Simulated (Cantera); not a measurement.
Input (Python, Cantera) and output of one run.

```python
import numpy as np
import cantera as ct

gas_names = """
    C CO CO2 C2 C2O C3 C3O2 C4 C5 Cu CuO Cu2 O O2 O3
""".split()
cond_names = """
    C(gr) Cu(cr) Cu(L) CuO(s) Cu2O(s) Cu2O(L)
""".split()


# ... load() reads the species with a 1 bar reference pressure and builds the phases ...
atoms = {
    'Cu2O': {'Cu': 2, 'O': 1},
    'CO': {'C': 1, 'O': 1},
}
top_T = {'C(gr)': 4500, 'CuO(s)': 1390}  # K; cautious upper limits of use, not melting points


# ... equilibrate(T, P, feed) seeds the gas with the atoms and calls Mixture.equilibrate('TP', solver="vcs", rtol=1e-11, max_steps=5000) ...
results = []
feed = {'Cu2O': 1, 'CO': 16}  # mol
P = 101325  # Pa
for T in [1050, 1075, 1100, 1125, 1150, 1175, 1200, 1225, 1250, 1275]:
    mix = equilibrate(T, P, feed)
    results.append((T, P, feed, dict(zip(mix.species_names, mix.species_moles))))
    x = sorted(zip(gas.X, gas.species_names), reverse=True)
    print(f"T = {T:g} K  P = {P:g} Pa  gas = {mix.phase_moles(0):.4g} mol")
    print("   x: " + "  ".join(f"{s} {v:.3e}" for v, s in x if v > 1e-06))
    print("   condensed (mol): " + ("  ".join(f"{mix.phase(i).name} {mix.phase_moles(i):.4g}"
          for i in range(1, mix.n_phases) if mix.phase_moles(i) > 1e-12) or "none"))
```

Output:

```
T = 1050 K  P = 101325 Pa  gas = 14.72 mol
   x: CO 8.452e-01  CO2 1.548e-01
   condensed (mol): C(gr) 1.278  Cu(cr) 2
T = 1075 K  P = 101325 Pa  gas = 15.33 mol
   x: CO 8.907e-01  CO2 1.093e-01
   condensed (mol): C(gr) 0.6745  Cu(cr) 2
T = 1100 K  P = 101325 Pa  gas = 15.79 mol
   x: CO 9.237e-01  CO2 7.630e-02
   condensed (mol): C(gr) 0.2052  Cu(cr) 2
T = 1125 K  P = 101325 Pa  gas = 16 mol
   x: CO 9.375e-01  CO2 6.250e-02
   condensed (mol): Cu(cr) 2
T = 1150 K  P = 101325 Pa  gas = 16 mol
   x: CO 9.375e-01  CO2 6.250e-02
   condensed (mol): Cu(cr) 2
T = 1175 K  P = 101325 Pa  gas = 16 mol
   x: CO 9.375e-01  CO2 6.250e-02
   condensed (mol): Cu(cr) 2
T = 1200 K  P = 101325 Pa  gas = 16 mol
   x: CO 9.375e-01  CO2 6.250e-02
   condensed (mol): Cu(cr) 2
T = 1225 K  P = 101325 Pa  gas = 16 mol
   x: CO 9.375e-01  CO2 6.250e-02
   condensed (mol): Cu(cr) 2
T = 1250 K  P = 101325 Pa  gas = 16 mol
   x: CO 9.375e-01  CO2 6.250e-02
   condensed (mol): Cu(cr) 2
T = 1275 K  P = 101325 Pa  gas = 16 mol
   x: CO 9.375e-01  CO2 6.250e-02
   condensed (mol): Cu(cr) 2
```

Cantera equilibrium calculation (NASA polynomials, part measured and part estimated; ideal gas, pure solids and liquids).
